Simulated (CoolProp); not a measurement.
A single-stage vapour-compression cycle with R115: evaporating at 268.15 K (dew point), condensing at 308.15 K (bubble point), superheat 10 K, subcooling 5 K, compressor efficiency 0.75, no pressure losses. Each further row changes one setting.

Model: reference Helmholtz-energy equation of state, Lemmon 2016, in CoolProp.

| case | cooling COP | pressure ratio | discharge temperature (K) | refrigerating effect (kJ/kg) | volumetric capacity (kJ/m³) |
|---|---|---|---|---|---|
| as stated | 4.01 | 3.10 | 317.2 | 81.0 | 2240 |
| evaporating temperature 273.15 K | 4.82 | 2.64 | 317.2 | 83.8 | 2710 |
| condensing temperature 303.15 K | [?] | 2.74 | 312.5 | 86.6 | 2400 |
| subcooling 10 K | [?] | 3.10 | 317.2 | 86.6 | 2400 |
| superheat 20 K | 4.14 | 3.10 | 327.0 | 88.4 | 2330 |
| compressor efficiency 0.65 | [?] | 3.10 | 320.8 | 81.0 | 2240 |

Fill in the missing entries.


- condensing temperature 303.15 K, cooling COP: 4.80
- subcooling 10 K, cooling COP: 4.29
- compressor efficiency 0.65, cooling COP: 3.48
